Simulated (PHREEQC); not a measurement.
A solution holds 0.36 mol CuSO4 and 1 mol HCl per kg of water, at 25 °C. Closed to the air; pH follows from the charge balance.

Equilibrium calculation in PHREEQC: ion-association model, phreeqc.dat.

```tsv
quantity	before	after
pH	0.28	0.60
ionic strength (mol/kgw)	1.51	1.54
HSO4- (mol/kgw)	0.290	0.230
SO4-2 (mol/kgw)	0.0398	0.0669
```

Problem. Which change was made?
A) diluted 100-fold with water
B) CuSO4 replaced by NaHSO4 at the same molality
C) 0.43 mol/kgw LiOH added
D) HCl from 1 to 2 mol/kgw
E) diluted 10-fold with water

Solution. C, 0.43 mol/kgw LiOH added

This is a speciation only: nothing precipitates in the calculation. The ionic strength passes 0.7 mol/kgw, the rough limit of the ion-association models, in every such run.
